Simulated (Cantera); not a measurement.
Mixture: H2 : O2 : N2 = 1 : 1.06 : 4.04 (molar parts), equivalence ratio 0.47, at 22500 Torr, adiabatic and at constant volume. Ignition delay is the time to a rise of 400 K.

Cantera simulation using GRI-Mech 3.0 (53 species, 325 reactions); the numbers are that mechanism's predictions, not measurements. The hydrogen kinetics of GRI-Mech 3.0 are dated; newer H2 mechanisms differ, most at raised pressure. The pressure lies above the range GRI-Mech 3.0 was tuned for (to about 10 atm). Below about 950 K walls govern HO2 and H2O2 in real vessels.

| quantity | before | after |
|---|---|---|
| delay at 875 K | 0.160 s | 0.111 s |
| delay at 925 K | 40.7 ms | 28.2 ms |
| delay at 975 K | 12.0 ms | 8.40 ms |
| delay at 1025 K | 3.99 ms | 2.82 ms |
| delay at 1075 K | 1.45 ms | 1.04 ms |
| delay at 1125 K | 0.567 ms | 0.411 ms |
| apparent activation energy between 1025 and 1125 K | 190 kJ/mol | 180 kJ/mol |

Task: Name the change that produced these shifts.
A. pressure from 22500 Torr to 10500 Torr
B. H2 1 to 1.9 parts
C. pressure from 22500 Torr to 750 Torr
D. constant pressure in place of constant volume

Result: B, H2 1 to 1.9 parts
